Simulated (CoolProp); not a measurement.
A single-stage vapour-compression cycle with R11: evaporating at 315.15 K (dew point), condensing at 375.15 K (bubble point), superheat 8 K, subcooling 0 K, compressor efficiency 0.75, no pressure losses. Each further row changes one setting.

Computed with CoolProp (reference Helmholtz-energy equation of state, Jacobsen 1992).

| case | cooling COP | pressure ratio | discharge temperature (K) | refrigerating effect (kJ/kg) | volumetric capacity (kJ/m³) |
|---|---|---|---|---|---|
| as stated | 3.10 | 4.63 | 397.9 | 123 | 1230 |
| evaporating temperature 320.15 K | ___ | ___ | 396.1 | 125 | 1450 |
| condensing temperature 370.15 K | 3.47 | 4.16 | 392.2 | 128 | 1280 |
| subcooling 5 K | 3.23 | 4.63 | 397.9 | 128 | 1280 |
| superheat 18 K | 3.14 | 4.63 | ___ | 129 | ___ |
| compressor efficiency 0.65 | 2.69 | 4.63 | 406.5 | 123 | 1230 |

Q: Complete the blanks.

A: 
- evaporating temperature 320.15 K, cooling COP: 3.51
- evaporating temperature 320.15 K, pressure ratio: 3.98
- superheat 18 K, discharge temperature (K): 409.0
- superheat 18 K, volumetric capacity (kJ/m³): 1250
